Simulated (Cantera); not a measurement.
Feed: 1 mol Pb, 0.09 mol H2, 0.34 mol N2, equilibrated at 1.33 mbar.

Method: chemical equilibrium by Gibbs-energy minimisation in Cantera with the NASA 1993 tables (ideal gas, pure condensed phases). Candidate condensed phases: Pb; 11 gas species. Equilibrium is a limit: real reactors are often held back by kinetics, nucleation or transport.

x: gas mole fraction; n: condensed amount in mol.

```csv
T (°C),x N2,x Pb,x H2,x Pb2,x NH3,n Pb(s),n Pb(l)
327,0.791,3.87e-9,0.209,<1e-12,4.72e-6,1.00,0
377,0.791,7.02e-8,0.209,<1e-12,2.13e-6,0,1.00
427,0.791,8.36e-7,0.209,<1e-12,1.06e-6,0,1.00
477,0.791,7.11e-6,0.209,<1e-12,5.80e-7,0,1.000
527,0.791,4.61e-5,0.209,3.33e-12,3.39e-7,0,1.000
577,0.791,[?],0.209,[?],[?],0,1.000
627,0.790,0.00103,0.209,6.09e-10,1.37e-7,0,1.000
677,0.788,0.00377,0.209,5.40e-9,9.29e-8,0,0.998
727,0.781,[?],0.207,[?],[?],0,0.995
777,0.763,0.0349,0.202,2.24e-7,4.49e-8,0,0.984
827,0.719,0.0909,0.190,1.11e-6,2.98e-8,0,0.957
877,0.619,0.217,0.164,4.75e-6,1.70e-8,0,0.881
927,0.409,0.482,0.108,1.80e-5,5.81e-9,0,0.599
```

Task: Complete the blanks.

Result: 
- 577, x Pb: 0.000239
- 577, x Pb2: 5.27e-11
- 577, x NH3: 2.11e-7
- 727, x Pb: 0.0121
- 727, x Pb2: 3.83e-8
- 727, x NH3: 6.45e-8
